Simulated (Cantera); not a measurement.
An isothermal, constant-pressure homogeneous reactor starts with 2.63 % C2H6, 97.4 % H2, at 1248 K and 0.00868 atm.

Detailed kinetics in Cantera: GRI-Mech 3.0 (53 species, 325 reactions). GRI-Mech 3.0 stops at C3 and has no aromatics, soot or wall deposition, so with more carbon than oxygen in the feed, carbon stays in small species such as C2H2 where larger ones or solid carbon would form. Radical loss at walls, strong at low pressure, is not modelled.

x: mole fraction; the columns are a selection and need not sum to one.

```json
[
 {"t (s)": "2.00e-5", "x C2H6": "0.0263", "x H2": "0.974", "x H": "1.75e-8", "x C2H2": "<1e-12", "x C2H4": "3.23e-11", "x C2H": "<1e-12"},
 {"t (s)": "6.11e-5", "x C2H6": "0.0263", "x H2": "0.974", "x H": "1.38e-7", "x C2H2": "<1e-12", "x C2H4": "1.88e-9", "x C2H": "<1e-12"},
 {"t (s)": "0.000186", "x C2H6": "0.0263", "x H2": "0.974", "x H": "8.67e-7", "x C2H2": "<1e-12", "x C2H4": "1.03e-7", "x C2H": "<1e-12"},
 {"t (s)": "0.000569", "x C2H6": "0.0263", "x H2": "0.974", "x H": "3.95e-6", "x C2H2": "1.46e-11", "x C2H4": "3.59e-6", "x C2H": "<1e-12"},
 {"t (s)": "0.00174", "x C2H6": "0.0262", "x H2": "0.974", "x H": "?", "x C2H2": "?", "x C2H4": "?", "x C2H": "<1e-12"},
 {"t (s)": "0.00530", "x C2H6": "0.0254", "x H2": "0.974", "x H": "4.06e-5", "x C2H2": "3.84e-7", "x C2H4": "0.000673", "x C2H": "<1e-12"},
 {"t (s)": "0.0162", "x C2H6": "0.0199", "x H2": "0.972", "x H": "0.000101", "x C2H2": "2.36e-5", "x C2H4": "0.00449", "x C2H": "<1e-12"},
 {"t (s)": "0.0494", "x C2H6": "0.00432", "x H2": "0.966", "x H": "0.000164", "x C2H2": "0.000559", "x C2H4": "0.0129", "x C2H": "2.71e-11"},
 {"t (s)": "0.151", "x C2H6": "0.000172", "x H2": "0.964", "x H": "6.31e-5", "x C2H2": "0.00214", "x C2H4": "0.0136", "x C2H": "4.01e-11"},
 {"t (s)": "0.461", "x C2H6": "1.61e-5", "x H2": "0.964", "x H": "1.95e-5", "x C2H2": "0.00352", "x C2H4": "0.0123", "x C2H": "2.03e-11"},
 {"t (s)": "1.41", "x C2H6": "?", "x H2": "0.964", "x H": "?", "x C2H2": "?", "x C2H4": "?", "x C2H": "1.18e-11"},
 {"t (s)": "4.29", "x C2H6": "5.31e-6", "x H2": "0.964", "x H": "6.21e-6", "x C2H2": "0.00692", "x C2H4": "0.00885", "x C2H": "1.27e-11"},
 {"t (s)": "13.1", "x C2H6": "3.03e-6", "x H2": "0.964", "x H": "5.96e-6", "x C2H2": "0.0107", "x C2H4": "0.00501", "x C2H": "1.88e-11"},
 {"t (s)": "40.0", "x C2H6": "9.21e-7", "x H2": "0.965", "x H": "5.41e-6", "x C2H2": "0.0142", "x C2H4": "0.00142", "x C2H": "2.28e-11"}
]
```

Q: What belongs in the gaps?

A: 
- 0.00174, x H: 1.39e-5
- 0.00174, x C2H2: 3.47e-9
- 0.00174, x C2H4: 6.48e-5
- 1.41, x C2H6: 7.28e-6
- 1.41, x H: 8.18e-6
- 1.41, x C2H2: 0.00487
- 1.41, x C2H4: 0.0110
